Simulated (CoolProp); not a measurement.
Properties of R1233zd(E) along the isobar 0.434 MPa.

Model: reference Helmholtz-energy equation of state, Akasaka 2022, in CoolProp.

```csv
T (°C),phase,Z,isothermal compressibility (1/MPa)
40.65,liquid,0.01772,0.002968
53.05,liquid,0.01751,0.003599
65.45,gas,___,2.642
77.85,gas,___,2.587
90.15,gas,0.9121,___
102.55,gas,___,___
114.95,gas,0.9310,___
127.35,gas,0.9384,2.463
139.75,gas,0.9448,2.444
152.05,gas,0.9504,2.429
164.45,gas,0.9552,2.415
176.85,gas,0.9595,2.404
```

**Question.** What belongs in the gaps?

**Answer.** 
- 65.45, Z: 0.8853
- 77.85, Z: 0.9000
- 90.15, isothermal compressibility (1/MPa): 2.546
- 102.55, Z: 0.9223
- 102.55, isothermal compressibility (1/MPa): 2.512
- 114.95, isothermal compressibility (1/MPa): 2.485
